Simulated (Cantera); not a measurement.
# Ignition delay

Mixture: CH₄ : O₂ : N₂ = 1 : 2.02 : 7.68 (molar parts), at 101000 Pa, adiabatic and at constant pressure. Ignition delay is the time to a rise of 400 K.

Detailed kinetics in Cantera: GRI-Mech 3.0 (53 species, 325 reactions).

```tsv
T0 (K)	delay (ms)
1025	714
1125	140
1225	32.1
1325	8.51
1425	2.59
1525	0.914
1625	0.378
1725	0.179
```

```
Item                                                     Value
--------------------------------------------------  ----------
apparent activation energy between 1525 and 1725 K  180 kJ/mol
```
